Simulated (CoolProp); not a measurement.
A closed Brayton cycle with carbon dioxide: compressor inlet 314.15 K and 9.5 MPa, high pressure 18.8 MPa, turbine inlet 745 K, compressor efficiency 0.85, turbine efficiency 0.85, recuperator effectiveness 0 (on enthalpy, no pinch check). Each further row changes one setting.

The numbers come from the reference Helmholtz-energy equation of state, Span 1996 in CoolProp.

| case | thermal efficiency (%) | net work (kJ/kg) | compressor to turbine work | compressor exit (K) | turbine exit (K) |
|---|---|---|---|---|---|
| as stated | 10.0 | 59.3 | 0.23 | 341.1 | 670.9 |
| turbine inlet 695 K | 10.1 | 53.3 | 0.25 | 341.1 | 623.5 |
| compressor inlet 324.15 K | 9.7 | 49.5 | 0.36 | 372.6 | 670.9 |
| high pressure 16 MPa | 7.9 | 47.0 | 0.22 | 334.5 | 688.2 |
| recuperator effectiveness 0.5 | 15.4 | 59.3 | 0.23 | 341.1 | 670.9 |
